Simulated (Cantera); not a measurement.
Charge: 1 mol SiO₂, 0.0062 mol C, 0.45 mol N₂, held at 110000 Pa.

Cantera equilibrium calculation (NASA polynomials, part measured and part estimated; ideal gas, pure solids and liquids). Candidate condensed phases: C, Si, SiC, SiO₂, Si₂N₂O, Si₃N₄; 34 gas species. The tables hold silica as quartz up to 1696 K and as liquid above; real silica turns to tridymite and cristobalite and melts near 1996 K. Rates play no part.

Over these rows the condensed part is SiO₂(l). Partial pressures as log10 of bar:

```csv
T (K),1000/T (1/K),log p O₂,log p N₂,log p SiO
2648,0.3776,-2.59,0.02,-1.52
2698,0.3706,-2.27,0.01,-1.40
2748,0.3639,-2.00,0.00,-1.27
2798,0.3574,-1.76,-0.01,-1.14
2848,0.3511,?,-0.03,-1.00
2898,0.3451,-1.37,-0.07,-0.85
```

Task: Fit log p(O₂) = a + b·(1000/T) to the five rows, give the apparent enthalpy, and predict the row at 2848 K.

Result: Means: 1000/T = 0.3629, log p = -1.998. Sxy = -0.023286, Sxx = 0.0006235, so b = -37.35 and a = -1.998 − (-37.35)×0.3629 = 11.56.
Apparent enthalpy: −19.145 × (-37.35) = 715 kJ/mol. With the condensed phases at unit activity, 2 SiO₂(l) = O₂(g) + 2 SiO(g) links this pressure to the main gases: over the six rows their terms move log p by -1.34 in all, so the slope isn't that reaction's ΔH° alone. The five rows lie within 0.05 of the line.
Prediction at 2848 K: 11.56 + (-37.35)×0.3511 = -1.55. The computed value is -1.56, 0.01 from the line.
